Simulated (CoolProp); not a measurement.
Vapour pressure (bar) of C2F6 (R116): the reference equation beside estimates from Tc = 293.0 K, pc = 30.48 bar, ω = 0.257. Clausius-Clapeyron is anchored at 223.2 K with a constant enthalpy of vaporisation of 14.26 kJ/mol.

Values from CoolProp's reference Helmholtz-energy equation of state, Lemmon 2006. It is a short technical equation, of lower accuracy than the large ones.

| T (K) | reference | Lee-Kesler | Clausius-Clapeyron | van der Waals | Redlich-Kwong | Soave-Redlich-Kwong | Peng-Robinson |
|---|---|---|---|---|---|---|---|
| 220.9 | 3.383 | 3.398 | 3.424 | 8.824 | 4.835 | 3.401 | 3.368 |
| 223.2 | 3.710 | 3.728 | 3.710 | 9.275 | 5.231 | 3.733 | 3.694 |
| 225.6 | 4.075 | 4.096 | 4.026 | 9.760 | 5.668 | 4.104 | 4.059 |
| 227.9 | 4.450 | 4.474 | 4.347 | 10.24 | 6.111 | 4.486 | 4.434 |
| 230.2 | 4.851 | 4.877 | 4.686 | 10.74 | 6.577 | 4.893 | 4.834 |
| 232.5 | 5.278 | 5.306 | 5.045 | 11.25 | 7.067 | 5.328 | 5.262 |
| 234.9 | … | 5.783 | 5.440 | … | 7.604 | 5.812 | 5.738 |
| 237.2 | 6.236 | 6.269 | 5.839 | 12.33 | 8.145 | 6.305 | 6.223 |
| 239.5 | 6.749 | 6.784 | 6.259 | 12.89 | 8.712 | 6.829 | … |
| 241.9 | 7.318 | 7.355 | 6.720 | 13.49 | 9.331 | 7.409 | 7.311 |
| 244.2 | 7.896 | 7.934 | 7.184 | 14.08 | 9.953 | 7.999 | 7.893 |
| 246.5 | 8.506 | 8.545 | 7.671 | 14.68 | 10.60 | 8.623 | 8.509 |
| 248.9 | 9.180 | 9.220 | 8.203 | 15.33 | 11.31 | 9.311 | 9.189 |
| 251.2 | 9.863 | 9.903 | 8.737 | 15.96 | 12.02 | 10.01 | 9.878 |

Problem. Fill in the missing entries.

Solution. 
- 234.9, reference: 5.752
- 234.9, van der Waals: 11.79
- 239.5, Peng-Robinson: 6.739

Absolute difference from the reference over all 14 rows, mean and median: Lee-Kesler 0.5 and 0.5 %, Clausius-Clapeyron 5.8 and 5.9 %, van der Waals 105.2 and 101.3 %, Redlich-Kwong 31.8 and 31.4 %, Soave-Redlich-Kwong 1.0 and 1.1 %, Peng-Robinson 0.2 and 0.2 %.
